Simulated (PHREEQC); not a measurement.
# Hard or scaling water: speciation

Solution (25 °C): 0.0025 mol CaCl2, 0.0067 mol CO2 and 0.00046 mol KCl per kg of water. Closed to the air; pH follows from the charge balance.

Computed with PHREEQC (Pitzer model, pitzer.dat).

Each row changes one thing in this solution. No solid was allowed to form.

```
case                                    pH  SI of Sylvite (KCl)
------------------------------------  ----  -------------------
as made                               4.26                -6.58
CO2 left out                          6.99                -6.58
diluted 5-fold with water             4.61                -7.94
CaCl2 from 0.0025 to 0.00025 mol/kgw  4.26           (withheld)
CaCl2 left out                        4.26                -7.60
KCl from 0.00046 to 0.000414 mol/kgw  4.26           (withheld)
temperature from 25 to 10 °C          4.32                -6.40
```

What belongs in the gaps?


- CaCl2 from 0.0025 to 0.00025 mol/kgw, SI of Sylvite (KCl): -7.29
- KCl from 0.00046 to 0.000414 mol/kgw, SI of Sylvite (KCl): -6.63

Constants without temperature data keep their 25 °C values here.
